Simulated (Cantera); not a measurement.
A closed system holds: 1 mol C2H4, 0.73 mol O2, 18 mol N2, a varied amount of H2O, at 375 °C and 22.0 Pa.

Method: chemical equilibrium by Gibbs-energy minimisation in Cantera with the NASA 1993 tables (ideal gas, pure condensed phases). Candidate condensed phases: C, C6H6, C7H8, C8H18, H2O; 136 gas species. The numbers say what is thermodynamically allowed, not how fast it happens.

### Question
At 0.63 mol H2O, list the 4 most abundant gas species with their mole fractions, and the condensed phases.

### Answer
N2 0.812, H2 0.115, CO 0.0476, CO2 0.0217. Condensed: C(graphite).
